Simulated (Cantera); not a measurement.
Feed: 1 mol SiC, 0.018 mol CO₂, 21 mol H₂, at 1330 Pa.

These are equilibrium values from Cantera (NASA tables, ideal gas, pure condensed phases), not measurements of a reactor. Candidate condensed phases: C, C₆H₆, C₇H₈, C₈H₁₈, H₂O, Si, SiC, SiO₂; 123 gas species. Mutual solubility and eutectic melting of coexisting phases are not modelled. The tables hold silica as quartz up to 1696 K and as liquid above; real silica turns to tridymite and cristobalite and melts near 1996 K. Gases not in the tables: Si₂H₆ and higher silanes. The numbers say what is thermodynamically allowed, not how fast it happens.

Problem. Which condensed phases are stable at each of these points (T (K)): 1073, 1223, 1373, 1523, 1673, 1823, 1973, 2123, 2273?

Solution. 
```csv
T (K),condensed phases,Si condensed (%)
1073,C(graphite) + SiC(s) + SiO₂(β-quartz),100.0
1223,SiC(s) + SiO₂(β-quartz),100.0
1373,SiC(s),99.1
1523,SiC(s),99.1
1673,SiC(s),99.1
1823,SiC(s),99.0
1973,SiC(s),98.4
2123,SiC(s),95.4
2273,SiC(s),78.3
```

At 1073 K the condensed part is C(graphite) + SiC(s) + SiO₂(β-quartz). At 1223 K the condensed part is SiC(s) + SiO₂(β-quartz). From 1373 K to 2273 K the condensed part is SiC(s).
